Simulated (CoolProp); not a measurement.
Vapour-liquid equilibrium of propylene (1) + n-hexane (2) at 0.145 MPa; x and y are mole fractions of (1).

Computed with CoolProp (multi-fluid Helmholtz-energy mixture model, Lemmon 2013 and Thol 2019; pair parameters Bell 2016).

```
x     bubble temperature (K)  y at the bubble point  dew temperature at overall composition x (K)  liquid density (mol/L)
----  ----------------------  ---------------------  --------------------------------------------  ----------------------
0.05                   316.0                    ___                                         351.9                   7.563
0.15                   282.4                  0.937                                         348.1                   8.300
0.25                   269.0                  0.971                                         344.0                   8.866
0.35                   261.0                  0.983                                         339.4                   9.423
0.45                   254.9                  0.990                                         334.3                   10.01
0.55                   249.9                  0.994                                           ___                   10.64
0.65                   245.4                  0.996                                         321.4                   11.33
0.75                   241.5                  0.998                                         312.6                   12.08
0.85                   238.0                  0.999                                         300.3                   12.90
0.95                   235.0                  1.000                                           ___                   13.78
```

Task: Fill in the missing entries.

Result: 
- 0.05, y at the bubble point: 0.714
- 0.55, dew temperature at overall composition x (K): 328.4
- 0.95, dew temperature at overall composition x (K): 278.1

No azeotrope shows between x = 0.05 and 0.95.

Pair parameters are fitted to limited data, so mixtures are less certain than the pure fluids. The gap from Raoult's law changes sign with composition, which may be real or a fault of the pair parameters; it wasn't checked against measurements.
